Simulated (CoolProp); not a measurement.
n-heptane along the isobar 2.89 MPa: fugacity coefficient from the reference equation and from simpler models built on Tc = 541.2 K, pc = 2.774 MPa, ω = 0.349; each cubic takes its own stable root.

Model: reference Helmholtz-energy equation of state, Span 2003, in CoolProp. It is a short technical equation, of lower accuracy than the large ones.

```tsv
T (K)	phase	reference	van der Waals	Redlich-Kwong	Soave-Redlich-Kwong	Peng-Robinson
515.2	liquid	0.4958	0.5994	0.5436	0.5165	0.4976
521.3	liquid	0.5270	0.6181	0.5687	0.5480	0.5281
527.3	liquid	0.5577	0.6361	0.5930	0.5787	0.5578
533.4	liquid	0.5888	0.6540	0.6170	0.6092	0.5874
539.4	liquid	0.6186	0.6709	0.6395	0.6378	0.6152
545.5	supercritical	0.6453	0.6868	0.6599	0.6627	0.6393
551.5	supercritical	0.6634	0.6988	0.6741	0.6793	0.6555
557.6	supercritical	0.6793	0.7089	0.6864	0.6940	0.6699
563.7	supercritical	0.6937	0.7181	0.6977	0.7074	0.6831
569.7	supercritical	0.7068	0.7266	0.7080	0.7197	0.6952
575.8	supercritical	0.7191	0.7346	0.7178	0.7314	0.7068
581.8	supercritical	0.7305	0.7422	0.7270	0.7422	0.7175
587.9	supercritical	0.7414	0.7494	0.7358	0.7527	0.7279
593.9	supercritical	0.7515	0.7563	0.7441	0.7625	0.7377
600	supercritical	0.7613	0.7629	0.7521	0.7719	0.7471
```
